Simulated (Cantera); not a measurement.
Input: 1 mol C, 2.9 mol NH3, 10 mol H2, held at 1550 K and 1.00 Torr.

Method: chemical equilibrium by Gibbs-energy minimisation in Cantera with the NASA 1993 tables (ideal gas, pure condensed phases). Candidate condensed phases: C, C6H6, C7H8, C8H18; 92 gas species. Rates play no part.

Base state: H2 0.907, N2 0.0915, H 0.000822, HCN 0.000428, C2H2 (acetylene) 1.46e-5 (mole fractions); condensed: C(graphite).

Problem. What changes in the equilibrium state with this change: pressure from 1.00 Torr to 750 Torr?

Solution. 
| species | before | after |
|---|---|---|
| H2 | 0.907 | 0.906 |
| N2 | 0.0915 | 0.0917 |
| CH4 | 2.23e-6 | 0.00167 |
| H | 0.000822 | 3.00e-5 |
| NH3 | 1.87e-8 | 1.40e-5 |
| C2H2 (acetylene) | 1.46e-5 | 1.45e-5 |
| HCN | 0.000428 | 0.000429 |
| C(graphite), mol | 0.993 | 0.966 |
